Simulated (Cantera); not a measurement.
Feed: 1 mol AlCl3, 9.8 mol O2, 29 mol H2, held at 1152 °C and 0.00140 bar.

Method: chemical equilibrium by Gibbs-energy minimisation in Cantera with the NASA 1993 tables (ideal gas, pure condensed phases). Candidate condensed phases: Al, AlCl3, Al2O3, H2O; 29 gas species. Kinetics and transport are ignored.

Base state: H2O 0.593, H2 0.308, HCl 0.0983, H 0.000101, Cl 2.64e-5 (mole fractions); condensed: Al2O3(s).

Problem. What changes in the equilibrium state with this change: temperature from 1152 °C to 1902 °C?

Solution. 
```csv
species,before,after
H2O,0.593,0.535
H2,0.308,0.280
HCl,0.0983,0.0786
H,0.000101,0.0691
OH,4.26e-6,0.0177
Cl,2.64e-5,0.0141
AlO2H,<1e-9,5.61e-5
O,1.26e-9,0.00306
O2,1.15e-9,0.00246
AlOCl,<1e-9,4.76e-5
AlCl,<1e-9,1.94e-5
"Al2O3(s), mol",0.500,0.498
```

Problem. What changes in the equilibrium state with this change: O2 from 9.8 to 2.4 mol?

Solution. 
| species | before | after |
|---|---|---|
| H2 | 0.308 | 0.793 |
| H2O | 0.593 | 0.108 |
| HCl | 0.0983 | 0.0983 |
| H | 0.000101 | 0.000162 |
| Cl | 2.64e-5 | 1.65e-5 |
| Al2O3(s), mol | 0.500 | 0.500 |
